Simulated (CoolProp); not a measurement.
Cyclopentane along the isobar 27.2 MPa: Z from the reference equation and from simpler models built on Tc = 238.6 °C, pc = 4.583 MPa, ω = 0.202; each cubic takes its own stable root.

Model: reference Helmholtz-energy equation of state, Gedanitz 2015, in CoolProp.

```tsv
T (°C)	phase	reference	van der Waals	Redlich-Kwong	Soave-Redlich-Kwong	Peng-Robinson
52.85	liquid	0.9511	1.408	0.9930	0.9795	0.8731
71.45	liquid	0.9195	1.350	0.9585	0.9448	0.8420
90.15	liquid	0.8921	1.298	0.9288	0.9150	0.8155
108.85	liquid	0.8686	1.253	0.9032	0.8898	0.7931
127.45	liquid	0.8487	1.212	0.8816	0.8688	0.7746
146.15	liquid	0.8317	1.176	0.8632	0.8514	0.7595
164.85	liquid	0.8176	1.143	0.8478	0.8374	0.7476
183.55	liquid	0.8060	1.115	0.8352	0.8267	0.7388
202.15	liquid	0.7969	1.089	0.8253	0.8190	0.7330
220.85	liquid	0.7899	1.066	0.8176	0.8143	0.7300
239.55	supercritical	0.7851	1.045	0.8121	0.8123	0.7297
258.15	supercritical	0.7823	1.027	0.8087	0.8131	0.7321
276.85	supercritical	0.7816	1.011	0.8073	0.8164	0.7372
```
